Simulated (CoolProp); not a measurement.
Computed with CoolProp (reference Helmholtz-energy equation of state, Lemmon 2006). It is a short technical equation, of lower accuracy than the large ones.

### Question
For CH3F (R41), give the phase and the cp (kJ/(kg K)), speed of sound (m/s), expansivity (1/kK), fugacity coefficient at 151.85 °C and 94.8 bar; 151.85 °C and 148 bar.

### Answer
- 151.85 °C and 94.8 bar: supercritical; cp 1.96, speed of sound 320, expansivity 5.18, fugacity coefficient 0.793
- 151.85 °C and 148 bar: supercritical; cp 2.41, speed of sound 323, expansivity 6.93, fugacity coefficient 0.703
